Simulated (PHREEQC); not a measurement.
A solution holds 0.02 mol CaCl2 and 0.015 mol Na2B4O7 per kg of water, at 30 °C. Closed to the air; pH follows from the charge balance.

Model: Pitzer model, pitzer.dat, run in PHREEQC.

This is a speciation only: nothing precipitates in the calculation.

Predict the pH.

pH 9.03.

In which forms is B present?

B(OH)3 46 %, B(OH)4- 39 %, CaB(OH)4+ 9.0 %, B3O3(OH)4- 4.8 %, B4O5(OH)4-2 1.1 % of the B.
